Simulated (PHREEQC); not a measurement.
Consider water at 25 °C with 0.45 mol KOH per kg of water. It is in equilibrium with CO2 at log p = 0 (atm). Otherwise closed; pH follows from the charge balance.

Computed with PHREEQC (ion-association model, phreeqc.dat).

Precipitation was switched off in this run.

Question: Order these C species by the share of C that they hold, largest first: HCO3-, CO3-2, CO2.

Answer: HCO3- (93 %), CO2 (6.4 %), CO3-2 (0.27 %)

The pH is 7.32 and the ionic strength 0.451 mol/kgw. Complexes and solids missing from the database can't appear.
